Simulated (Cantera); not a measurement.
Input: 1 mol SiC, 0.051 mol C, 0.05 mol H₂, held at 1650 K and 1.00 Pa.

These are equilibrium values from Cantera (NASA tables, ideal gas, pure condensed phases), not measurements of a reactor. Candidate condensed phases: C, C₆H₆, C₇H₈, C₈H₁₈, Si, SiC; 87 gas species. Kinetics and transport are ignored.

Base state: H₂ 0.971, H 0.0283, Si 0.000333, C₂H₂ (acetylene) 4.43e-5 (mole fractions); condensed: C(graphite) + SiC(s).

Q: What changes in the equilibrium state with this change: temperature from 1650 K to 3000 K?

A: 
| species | before | after |
|---|---|---|
| Si | 0.000333 | 0.491 |
| C | <1e-9 | 0.418 |
| H | 0.0283 | 0.0494 |
| H₂ | 0.971 | 9.78e-7 |
| C₂ | <1e-9 | 0.0215 |
| C₃ | <1e-9 | 0.0175 |
| SiC | <1e-9 | 0.000151 |
| C₂H₂ (acetylene) | 4.43e-5 | <1e-9 |
| SiC₂ | 1.86e-6 | 0.00281 |
| C(graphite), mol | 0.0510 | 0 |
| SiC(s), mol | 1.000 | 0 |

Q: What changes in the equilibrium state with this change: pressure from 1.00 Pa to 1.00 bar?

A: 
| species | before | after |
|---|---|---|
| H₂ | 0.971 | 0.999 |
| CH₄ | 1.25e-8 | 0.00133 |
| H | 0.0283 | 9.08e-5 |
| Si | 0.000333 | 3.33e-9 |
| C₂H₂ (acetylene) | 4.43e-5 | 4.55e-5 |
| C(graphite), mol | 0.0510 | 0.0509 |
| SiC(s), mol | 1.000 | 1.00 |

Q: What changes in the equilibrium state with this change: pressure from 1.00 Pa to 9.40 mbar?

A: 
```json
[
 {"species": "H₂", "before": "0.971", "after": "0.999"},
 {"species": "H", "before": "0.0283", "after": "0.000937"},
 {"species": "C₂H₂ (acetylene)", "before": "4.43e-5", "after": "4.56e-5"},
 {"species": "Si", "before": "0.000333", "after": "3.54e-7"},
 {"species": "CH₄", "before": "1.25e-8", "after": "1.25e-5"},
 {"species": "C(graphite), mol", "before": "0.0510", "after": "0.0510"},
 {"species": "SiC(s), mol", "before": "1.000", "after": "1.00"}
]
```
